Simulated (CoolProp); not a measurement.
R236FA along the isotherm 126.85 °C: Z from the reference equation and from simpler models built on Tc = 124.9 °C, pc = 3191 kPa, ω = 0.377; each cubic takes its own stable root.

Model: reference Helmholtz-energy equation of state, Pan 2012, in CoolProp.

```tsv
p (kPa)	phase	reference
319	gas	0.9650
638	gas	0.9284
957	gas	0.8897
1280	gas	0.8479
1600	gas	0.8032
1910	gas	0.7558
2230	gas	0.7010
2550	gas	0.6372
2870	gas	0.5569
3190	gas	0.4295
3510	supercritical	0.2103
3830	supercritical	0.2119
4150	supercritical	0.2202
4470	supercritical	0.2304
4790	supercritical	0.2414
```

Question: How far does each simpler model (Redlich-Kwong, Soave-Redlich-Kwong, Peng-Robinson) lie from the reference over these 15 states: mean and median of the absolute difference, and the worst?

Answer: 
- Redlich-Kwong: mean 8.7 %, median 1.7 %, worst +27.0 % at 126.85 °C and 3510 kPa
- Soave-Redlich-Kwong: mean 9.4 %, median 2.1 %, worst +29.6 % at 126.85 °C and 3510 kPa
- Peng-Robinson: mean 5.3 %, median 1.8 %, worst +18.4 % at 126.85 °C and 3510 kPa
